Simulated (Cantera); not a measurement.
Mixture: CO : H2 : O2 : N2 : H2O = 1 : 0.45 : 0.453 : 2.54 : 0.44 (molar parts), equivalence ratio 1.6, at 10.0 bar, adiabatic and at constant volume. Ignition delay is the time to a rise of 400 K.

Cantera simulation using GRI-Mech 3.0 (53 species, 325 reactions); the numbers are that mechanism's predictions, not measurements. The hydrogen kinetics of GRI-Mech 3.0 are dated; newer H2 mechanisms differ, most at raised pressure.

Q: What does this change do: constant pressure in place of constant volume?

A: 
```
quantity                                                before       after
--------------------------------------------------  ----------  ----------
delay at 1000 K                                        5.08 ms     5.76 ms
delay at 1050 K                                        1.75 ms     1.96 ms
delay at 1100 K                                       0.646 ms    0.714 ms
delay at 1150 K                                       0.250 ms    0.273 ms
delay at 1200 K                                        99.3 µs    0.107 ms
delay at 1250 K                                        40.5 µs     43.0 µs
delay at 1300 K                                        18.1 µs     19.0 µs
apparent activation energy between 1200 and 1300 K  220 kJ/mol  220 kJ/mol
```

Q: What does this change do: pressure from 10.0 bar to 2.20 bar?

A: 
```json
[
 {"quantity": "delay at 1000 K", "before": "5.08 ms", "after": "5.17 ms"},
 {"quantity": "delay at 1050 K", "before": "1.75 ms", "after": "1.09 ms"},
 {"quantity": "delay at 1100 K", "before": "0.646 ms", "after": "0.254 ms"},
 {"quantity": "delay at 1150 K", "before": "0.250 ms", "after": "97.2 µs"},
 {"quantity": "delay at 1200 K", "before": "99.3 µs", "after": "54.9 µs"},
 {"quantity": "delay at 1250 K", "before": "40.5 µs", "after": "37.4 µs"},
 {"quantity": "delay at 1300 K", "before": "18.1 µs", "after": "28.0 µs"},
 {"quantity": "apparent activation energy between 1200 and 1300 K", "before": "220 kJ/mol", "after": "87 kJ/mol"}
]
```

Q: What does this change do: O2 0.453 to 0.18 parts?

A: 
```csv
quantity,before,after
delay at 1000 K,5.08 ms,5.65 ms
delay at 1050 K,1.75 ms,2.01 ms
delay at 1100 K,0.646 ms,0.763 ms
delay at 1150 K,0.250 ms,0.303 ms
delay at 1200 K,99.3 µs,0.124 ms
delay at 1250 K,40.5 µs,53.8 µs
delay at 1300 K,18.1 µs,26.5 µs
apparent activation energy between 1200 and 1300 K,220 kJ/mol,200 kJ/mol
```
